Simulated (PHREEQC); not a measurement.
A solution holds 4.5 mol/kgw LiCl, 0.44 mol/kgw MgSO4 and 0.00084 mol/kgw H4SiO4, at 25 °C. Closed to the air; pH follows from the charge balance.

Equilibrium calculation in PHREEQC: Pitzer model, pitzer.dat.

### Question
The ionic strength comes out as 6.26 mol/kgw. What activity coefficients do HSO4-, Li+, Cl-, Mg+2, SO4-2 get?

### Answer
HSO4- 0.12, Li+ 6.4, Cl- 0.62, Mg+2 7.4, SO4-2 0.0051. Single-ion values are on the MacInnes scale.

No solid was allowed to form. Examples of supersaturated solids here: SiO2(a). Others may be too. In brines, pH and single-ion activities rest on the MacInnes convention.
